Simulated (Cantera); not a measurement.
Charge: 1 mol TiC, 0.099 mol C, 0.084 mol H₂, held at 2773.15 K and 4.40 mbar.

Equilibrium computed with Cantera from the NASA thermochemical tables; the gas is ideal and each condensed phase is pure. Candidate condensed phases: C, C₆H₆, C₇H₈, C₈H₁₈, Ti, TiC; 77 gas species. TiC: taken at fixed stoichiometry. The numbers say what is thermodynamically allowed, not how fast it happens.

Base state: H 0.643, H₂ 0.329, C₂H₂ (acetylene) 0.0100, Ti 0.00794, C₃ 0.00514, C₂H 0.00236, C 0.00111, C₂ 0.000499 (mole fractions); condensed: C(graphite) + TiC(s).

Q: What changes in the equilibrium state with this change: temperature from 2773.15 K to 1425 K?

A: 
| species | before | after |
|---|---|---|
| H₂ | 0.329 | 1.000 |
| H | 0.643 | 0.000103 |
| CH₄ | 4.84e-8 | 1.66e-5 |
| C₂H₂ (acetylene) | 0.0100 | 3.52e-6 |
| Ti | 0.00794 | <1e-9 |
| C₃ | 0.00514 | <1e-9 |
| C₂H | 0.00236 | <1e-9 |
| C | 0.00111 | <1e-9 |
| C₂ | 0.000499 | <1e-9 |
| C(graphite), mol | 0.0945 | 0.0990 |
| TiC(s), mol | 0.999 | 1.00 |

Q: What changes in the equilibrium state with this change: temperature from 2773.15 K to 1823.15 K?

A: 
```tsv
species	before	after
H₂	0.329	0.993
H	0.643	0.00652
C₂H₂ (acetylene)	0.0100	0.000210
Ti	0.00794	4.04e-9
C₃	0.00514	<1e-9
C	0.00111	<1e-9
C₂	0.000499	<1e-9
C(graphite), mol	0.0945	0.0990
TiC(s), mol	0.999	1.00
```
